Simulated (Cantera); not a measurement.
What does this Cantera script print?

```python
import numpy as np
import cantera as ct

gas_names = """
    CL CL2 H HCL H2 Si SiCL SiCL2 SiCL3 SiCL4 SiH SiHCL3 SiH2 SiH2CL2 SiH3 SiH3CL SiH4 Si2 Si3
""".split()
cond_names = """
    Si(cr) Si(L)
""".split()


# ... load() reads the species with a 1 bar reference pressure and builds the phases ...
atoms = {
    'SiCl4': {'Si': 1, 'CL': 4},
    'HCl': {'H': 1, 'CL': 1},
    'H2': {'H': 2},
}
top_T = {}  # K; cautious upper limits of use, not melting points


# ... equilibrate(T, P, feed) seeds the gas with the atoms and calls Mixture.equilibrate('TP', solver="vcs", rtol=1e-11, max_steps=5000) ...
results = []
feed = {'SiCl4': 1, 'HCl': 0.032, 'H2': 13}  # mol
P = 1000  # Pa
for T in [948, 1023, 1098, 1173, 1248, 1323, 1398]:
    mix = equilibrate(T, P, feed)
    results.append((T, P, feed, dict(zip(mix.species_names, mix.species_moles))))

top = {s: max(r[3][s] / sum(r[3][g] for g in gas_names) for r in results) for s in gas_names}
cols = sorted((s for s in top if top[s] > 1e-06), key=lambda s: -top[s])[:5]
seen = [c for c in cond_names if any(r[3].get(c, 0) > 1e-12 for r in results)]
print("log10 of partial pressures in bar; condensed amounts in mol")
print(f"{'T/K':>10s}" + "".join(f"{s[:9]:>10s}" for s in cols + seen))
for T, P, feed, n in results:
    ng = sum(n[g] for g in gas_names)
    print(f"{T:10.4g}" + "".join(f"{np.log10(max(n[s] / ng * P / 1e5, 1e-99)):10.3f}" for s in cols)
          + "".join(f"{n.get(c, 0):10.4g}" for c in seen))
```

Result:

```
log10 of partial pressures in bar; condensed amounts in mol
       T/K        H2       HCL     SiCL2     SiCL4    SiHCL3    Si(cr)
       948    -2.041    -3.702    -5.180    -3.246    -3.932    0.0107
      1023    -2.048    -3.432    -4.566    -3.294    -3.982   0.05606
      1098    -2.057    -3.215    -4.066    -3.390    -4.069   0.09826
      1173    -2.070    -3.054    -3.681    -3.572    -4.220    0.1105
      1248    -2.083    -2.953    -3.423    -3.889    -4.472   0.08081
      1323    -2.091    -2.906    -3.283    -4.346    -4.826   0.03651
      1398    -2.094    -2.891    -3.220    -4.871    -5.228   0.00217
```

These are equilibrium values from Cantera (NASA tables, ideal gas, pure condensed phases), not measurements of a reactor. The tables' values for SiCl3 are old estimates; treat these amounts as uncertain.
